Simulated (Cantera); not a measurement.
Mixture: CH₄ : O₂ : N₂ = 1 : 3.85 : 14.5 (molar parts), equivalence ratio 0.52, at 0.340 bar, adiabatic and at constant volume. Ignition delay is the time to a rise of 400 K.

Detailed kinetics in Cantera: GRI-Mech 3.0 (53 species, 325 reactions).

Question: Predict: delay at 1175 K; delay at 1375 K; delay at 1575 K; delay at 1775 K; delay at 1975 K; apparent activation energy between 1875 and 2075 K.

Answer: 
```json
{
 "delay at 1175 K": "0.109 s",
 "delay at 1375 K": "7.50 ms",
 "delay at 1575 K": "1.22 ms",
 "delay at 1775 K": "0.331 ms",
 "delay at 1975 K": "0.119 ms",
 "apparent activation energy between 1875 and 2075 K": "150 kJ/mol"
}
```
